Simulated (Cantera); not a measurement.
Mixture: H2 : O2 : N2 = 1 : 0.943 : 3.55 (molar parts), at 13500 Torr, adiabatic and at constant pressure. Ignition delay is the time to a rise of 400 K.

Computed with Cantera and the H2/O2 subset of GRI-Mech 3.0, which has no nitrogen chemistry. The hydrogen kinetics of GRI-Mech 3.0 are dated; newer H2 mechanisms differ, most at raised pressure. The pressure lies above the range GRI-Mech 3.0 was tuned for (to about 10 atm). Where the delays flatten at high temperature, the 400 K rule measures the pace of heat release, not the induction time.

```csv
quantity,before,after
delay at 1275 K,25.3 µs,84.6 µs
delay at 1375 K,2.57 µs,71.3 µs
delay at 1475 K,1.17 µs,67.9 µs
delay at 1575 K,0.746 µs,70.5 µs
delay at 1675 K,0.544 µs,77.2 µs
```

Name the change that produced these shifts.
A. N2 3.55 to 7.7 parts
B. constant volume in place of constant pressure
C. pressure from 13500 Torr to 383 Torr
D. pressure from 13500 Torr to 1050 Torr

C, pressure from 13500 Torr to 383 Torr
